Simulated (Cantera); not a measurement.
A Cantera script and its output.

```python
import numpy as np
import cantera as ct

gas = ct.Solution("h2o2.yaml")
gas.TPX = 1200, 1333, {'H2': 0.13, 'O2': 1.4}
inlet = ct.Reservoir(gas, clone=True)

reactor = ct.IdealGasConstPressureReactor(gas, energy="off", clone=False)
exhaust = ct.Reservoir(gas, clone=True)
tau = [4.8, 2.1, 0.9, 0.39, 0.17, 0.072, 0.031, 0.013, 0.0058, 0.0025][0]
for a, b in ((inlet, reactor), (reactor, exhaust)):
    ct.MassFlowController(a, b, mdot=lambda t: reactor.mass / tau)
net = ct.ReactorNet([reactor])
show = ['H2', 'O2', 'OH', 'H2O', 'HO2']

rows = []
print(f"{'tau/s':>10s}{'T/K':>9s}" + "".join(f"{s:>11s}" for s in show))
for tau in [4.8, 2.1, 0.9, 0.39, 0.17, 0.072, 0.031, 0.013, 0.0058, 0.0025]:
    net.initial_time = 0.0
    net.advance(30 * tau)
    before = gas.X
    net.advance(40 * tau)
    drift = np.max(np.abs(gas.X - before) / (gas.X + 1e-9))
    rows.append([gas.T, *gas[show].X, drift])
    print(f"{tau:10.3e}{gas.T:9.1f}" + "".join(f"{x:11.3e}" for x in gas[show].X))
```

Result:

```
     tau/s      T/K         H2         O2         OH        H2O        HO2
 4.800e+00   1200.0  1.095e-04  9.097e-01  8.979e-04  8.806e-02  1.358e-06
 2.100e+00   1200.0  1.833e-04  9.087e-01  1.181e-03  8.774e-02  1.862e-06
 9.000e-01   1200.0  3.086e-04  9.070e-01  1.560e-03  8.723e-02  2.470e-06
 3.900e-01   1200.0  5.111e-04  9.043e-01  2.043e-03  8.639e-02  3.128e-06
 1.700e-01   1200.0  8.334e-04  9.000e-01  2.646e-03  8.503e-02  3.781e-06
 7.200e-02   1200.0  1.358e-03  8.933e-01  3.396e-03  8.273e-02  4.385e-06
 3.100e-02   1200.0  2.147e-03  8.845e-01  4.222e-03  7.933e-02  4.832e-06
 1.300e-02   1200.0  3.409e-03  8.750e-01  5.107e-03  7.470e-02  5.116e-06
 5.800e-03   1200.0  5.366e-03  8.687e-01  5.961e-03  6.967e-02  5.251e-06
 2.500e-03   1200.0  9.141e-03  8.668e-01  6.930e-03  6.340e-02  5.292e-06
```

Cantera simulation using the H2/O2 subset of GRI-Mech 3.0, which has no nitrogen chemistry; the numbers are that mechanism's predictions, not measurements. Radical loss at walls, strong at low pressure, is not modelled. The temperature is held fixed by assumption; the heat of reaction is taken as removed at once.
